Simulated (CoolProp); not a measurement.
CF4 (R14) at 298.15 K and 13.1 MPa is throttled through a valve to 2.24 MPa with no heat exchange. Each further row changes one setting.

Computed with CoolProp (reference Helmholtz-energy equation of state, Platzer 1990). This equation is an older, rougher fit; its heat capacities, sound speeds and derivatives of the liquid may be far off and weren't checked against measurements.

```tsv
case	temperature change (K)	final density (kg/m³)
as stated	[?]	[?]
outlet pressure 0.672 MPa	[?]	34.3
outlet pressure 2.91 MPa	[?]	[?]
```

**Question.** Some entries are withheld; supply them.

**Answer.** 
- as stated, temperature change (K): -58.3
- as stated, final density (kg/m³): 122
- outlet pressure 0.672 MPa, temperature change (K): -75.4
- outlet pressure 2.91 MPa, temperature change (K): -51.6
- outlet pressure 2.91 MPa, final density (kg/m³): 163
